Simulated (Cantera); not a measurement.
Cantera run, input and output.

```python
import numpy as np
import cantera as ct

surf = ct.Interface("diamond.yaml", "diamond_100")
gas, bulk = surf.adjacent["gas"], surf.adjacent["diamond"]
k = surf.kinetics_species_index(bulk.species_names[0])
cover = ["c6HH", "c6H*", "c6*H", "c6**", "c6HM", "c6B"]

rows, drift = [], 0.0
print(f"{'xCH3':>10s}{'um/h':>11s}" + "".join(f"{s:>11s}" for s in cover))
for v in [1e-06, 2.1e-06, 4.3e-06, 8.9e-06, 1.9e-05, 3.8e-05, 8e-05, 0.00017, 0.00034]:
    T, P, xH, xCH3 = 1275, 1500, 0.00064, v
    gas.TPX = T, P, {"H": xH, "CH3": xCH3, "CH4": 0.0041, "H2": 1 - xH - xCH3 - 0.0041}
    surf.TP = bulk.TP = T, P
    surf.coverages = "c6H*:0.1, c6HH:0.9"
    surf.advance_coverages(100.0)
    before = surf.coverages
    surf.advance_coverages(100.0)
    drift = max(drift, np.max(np.abs(surf.coverages - before) / (surf.coverages + 1e-9)))
    rate = surf.net_production_rates[k] * bulk.mean_molecular_weight / bulk.density * 3.6e9
    rows.append([rate, *surf[cover].coverages])
    print(f"{v:10.4g}{rate:11.4e}" + "".join(f"{x:11.3e}" for x in rows[-1][1:]))
```

It prints:

```
      xCH3       um/h       c6HH       c6H*       c6*H       c6**       c6HM        c6B
     1e-06 7.6827e-04  4.554e-01  4.297e-02  4.792e-01  2.243e-02  8.693e-07  2.085e-12
   2.1e-06 1.6131e-03  4.554e-01  4.297e-02  4.792e-01  2.243e-02  1.826e-06  4.377e-12
   4.3e-06 3.3019e-03  4.554e-01  4.297e-02  4.791e-01  2.242e-02  3.738e-06  8.960e-12
   8.9e-06 6.8292e-03  4.554e-01  4.297e-02  4.791e-01  2.241e-02  7.734e-06  1.853e-11
   1.9e-05 1.4556e-02  4.554e-01  4.297e-02  4.791e-01  2.237e-02  1.650e-05  3.950e-11
   3.8e-05 2.9027e-02  4.553e-01  4.296e-02  4.790e-01  2.230e-02  3.298e-05  7.877e-11
     8e-05 6.0715e-02  4.552e-01  4.294e-02  4.788e-01  2.215e-02  6.931e-05  1.648e-10
   0.00017 1.2726e-01  4.550e-01  4.291e-02  4.784e-01  2.184e-02  1.467e-04  3.453e-10
   0.00034 2.4813e-01  4.545e-01  4.285e-02  4.777e-01  2.127e-02  2.914e-04  6.733e-10
```

Computed with Cantera and the Harris–Goodwin 1993 mechanism for the reconstructed diamond (100) surface.
